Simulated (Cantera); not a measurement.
Feed: 1 mol SiH2Cl2, 4.5 mol O3, 77 mol N2, equilibrated at 40.0 Pa.

Equilibrium computed with Cantera from the NASA thermochemical tables; the gas is ideal and each condensed phase is pure. Candidate condensed phases: H2O, NH4Cl, Si, SiO2, Si2N2O, Si3N4; 47 gas species. The tables hold silica as quartz up to 1696 K and as liquid above; real silica turns to tridymite and cristobalite and melts near 1996 K. Kinetics and transport are ignored.

Task: Which condensed phases are stable at each of these points (T (K)): 1123, 1173, 1223, 1273, 1323, 1373, 1423, 1473, 1523, 1573, 1623, 1673, 1723?

Result: 
```csv
T (K),condensed phases,Si condensed (%)
1123,SiO2(β-quartz),100.0
1173,SiO2(β-quartz),100.0
1223,SiO2(β-quartz),100.0
1273,SiO2(β-quartz),100.0
1323,SiO2(β-quartz),100.0
1373,SiO2(β-quartz),100.0
1423,SiO2(β-quartz),100.0
1473,SiO2(β-quartz),100.0
1523,SiO2(β-quartz),100.0
1573,SiO2(β-quartz),100.0
1623,SiO2(β-quartz),100.0
1673,SiO2(β-quartz),100.0
1723,SiO2(condensed),99.9
```

From 1123 K to 1673 K the condensed part is SiO2(β-quartz). At 1723 K the condensed part is SiO2(condensed).
